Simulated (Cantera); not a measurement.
Feed: 1 mol SiCl4, 0.019 mol C2H2, 83 mol H2, held at 8200 Pa.

Cantera equilibrium calculation (NASA polynomials, part measured and part estimated; ideal gas, pure solids and liquids). Candidate condensed phases: C, C6H6, C7H8, C8H18, Si, SiC; 109 gas species. Mutual solubility and eutectic melting of coexisting phases are not modelled. Gases not in the tables: Si2H6 and higher silanes. The numbers say what is thermodynamically allowed, not how fast it happens.

**Question.** Which condensed phases are stable at each of these points (T (K)): 948, 1098, 1248, 1398, 1548, 1698, 1848, 1998, 2148, 2298, 2448, 2598?

**Answer.** 
```json
[
 {"T (K)": "948", "condensed phases": "Si(s) + SiC(s)", "Si condensed (%)": "4.6"},
 {"T (K)": "1098", "condensed phases": "Si(s) + SiC(s)", "Si condensed (%)": "32.9"},
 {"T (K)": "1248", "condensed phases": "Si(s) + SiC(s)", "Si condensed (%)": "56.7"},
 {"T (K)": "1398", "condensed phases": "Si(s) + SiC(s)", "Si condensed (%)": "60.2"},
 {"T (K)": "1548", "condensed phases": "Si(s) + SiC(s)", "Si condensed (%)": "58.2"},
 {"T (K)": "1698", "condensed phases": "Si(l) + SiC(s)", "Si condensed (%)": "56.2"},
 {"T (K)": "1848", "condensed phases": "Si(l) + SiC(s)", "Si condensed (%)": "60.8"},
 {"T (K)": "1998", "condensed phases": "Si(l) + SiC(s)", "Si condensed (%)": "59.4"},
 {"T (K)": "2148", "condensed phases": "Si(l) + SiC(s)", "Si condensed (%)": "36.3"},
 {"T (K)": "2298", "condensed phases": "gas only", "Si condensed (%)": "0.0"},
 {"T (K)": "2448", "condensed phases": "gas only", "Si condensed (%)": "0.0"},
 {"T (K)": "2598", "condensed phases": "gas only", "Si condensed (%)": "0.0"}
]
```

From 948 K to 1548 K the condensed part is Si(s) + SiC(s). From 1698 K to 2148 K the condensed part is Si(l) + SiC(s). From 2298 K to 2598 K nothing is condensed.
